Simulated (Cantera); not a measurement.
A perfectly stirred reactor is fed with 2.16 % H2, 16.6 % O2, 81.3 % N2, equivalence ratio 0.065, at 0.00247 atm; it is held at 1150 K, and followed from long to short residence time.

Cantera simulation using the H2/O2 subset of GRI-Mech 3.0, which has no nitrogen chemistry; the numbers are that mechanism's predictions, not measurements. Radical loss at walls, strong at low pressure, is not modelled.

x: mole fraction; the columns are a selection and need not sum to one.

| τ (s) | x H2 | x O2 | x HO2 | x H2O2 | x H | x H2O | x OH |
|---|---|---|---|---|---|---|---|
| 0.95 | 0.000720 | 0.153 | 1.47e-7 | 5.01e-9 | 0.00476 | 0.0180 | 0.00101 |
| 0.52 | 0.000884 | 0.152 | 1.49e-7 | 5.17e-9 | 0.00545 | 0.0174 | 0.00107 |
| 0.28 | 0.00114 | 0.152 | 1.52e-7 | 5.59e-9 | 0.00597 | 0.0169 | 0.00115 |
| 0.16 | 0.00150 | 0.153 | 1.54e-7 | 6.26e-9 | 0.00631 | 0.0163 | 0.00124 |
| 0.085 | ? | 0.153 | 1.56e-7 | ? | 0.00654 | 0.0154 | ? |
| 0.046 | 0.00330 | 0.154 | 1.58e-7 | 8.96e-9 | 0.00653 | 0.0143 | 0.00148 |
| 0.025 | ? | 0.156 | 1.59e-7 | ? | 0.00616 | ? | 0.00157 |
| 0.014 | 0.00779 | 0.157 | 1.58e-7 | 1.17e-8 | 0.00530 | 0.0103 | 0.00157 |
| 0.0076 | 0.0121 | 0.160 | 1.53e-7 | 1.04e-8 | 0.00367 | 0.00699 | 0.00133 |
| 0.0042 | 0.0179 | 0.164 | 1.39e-7 | 4.03e-9 | 0.00138 | 0.00266 | 0.000652 |

**Question.** Some entries are withheld; supply them.

**Answer.** 
- 0.085, x H2: 0.00219
- 0.085, x H2O2: 7.43e-9
- 0.085, x OH: 0.00135
- 0.025, x H2: 0.00510
- 0.025, x H2O2: 1.06e-8
- 0.025, x H2O: 0.0126
